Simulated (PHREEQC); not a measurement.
1 kg of water holding 0.0062 mol/kgw Na2CO3 and 0.35 mol/kgw NaCl is evaporated at 20 °C; the solids stay in contact with the brine. The system is closed to CO2. Solids allowed: Halite, Nahcolite, Natron, Trona. Others were left out.

The series has 28 steps of water left (kg), from 1 to 0.005022.

Model: Pitzer model, pitzer.dat, run in PHREEQC.

Task: Which solids form, in which order, and at which step of the series does each first stand?

Result: Halite from water left = 0.05276 kg (pH 10.91).

Complexes and solids missing from the database can't appear.
